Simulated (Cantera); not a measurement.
## Premixed flame

A freely propagating, adiabatic, planar premixed flame of 5.44 % C3H8, 19.4 % O2, 72.8 % N2, 2.07 % H2O, 0.255 % H2, equivalence ratio 1.4, unburnt at 525 K and 6830 Torr; mixture-averaged transport, grid criteria slope 0.08 and curve 0.16, no radiation.

Computed with Cantera and GRI-Mech 3.0 (53 species, 325 reactions). GRI-Mech 3.0 was tuned for natural gas; its chemistry of propane as a main component is partial and can be far from experiment. Burning velocities carry a grid error of a few per cent, more on coarse grids.

```tsv
z (mm)	T (K)	u (m/s)	x C3H8	x O2	x H2O	x CH2	x CO2	x NO
-0.242	526	0.344	0.0542	0.193	0.0208	<1e-8	2.01e-6	<1e-8
-0.161	531	0.349	0.0539	0.192	0.0217	<1e-8	2.26e-5	<1e-8
-0.121	551	0.365	0.0536	0.189	0.0247	<1e-8	0.000135	2.39e-8
-0.0807	657	0.441	0.0517	0.176	0.0379	<1e-8	0.00105	1.86e-7
-0.0404	1078	0.752	0.0360	0.127	0.0807	<1e-8	0.00731	2.00e-6
-0.0202	1453	1.05	0.0135	0.0812	0.116	7.71e-7	0.0155	4.93e-6
0	1825	1.35	0.000335	0.0353	0.148	2.34e-5	0.0273	9.38e-6
0.0202	2023	1.50	2.74e-7	0.0127	0.164	3.40e-5	0.0374	1.63e-5
0.0404	2102	1.56	<1e-8	0.00471	0.167	2.01e-5	0.0437	2.30e-5
0.0807	2150	1.59	<1e-8	0.000897	0.167	6.05e-6	0.0495	3.08e-5
0.161	2168	1.61	<1e-8	8.86e-5	0.165	1.33e-6	0.0526	3.64e-5
0.323	2172	1.61	<1e-8	4.99e-6	0.163	4.28e-7	0.0537	4.08e-5
0.646	2171	1.61	<1e-8	9.55e-7	0.163	1.88e-7	0.0537	4.77e-5
```
x: mole fraction of selected species; z is measured from the peak of heat release.

- laminar burning velocity: 34.2 cm/s
- thermal thickness: 0.0807 mm
- peak x(CH2): 3.59e-5
- grid points: 136
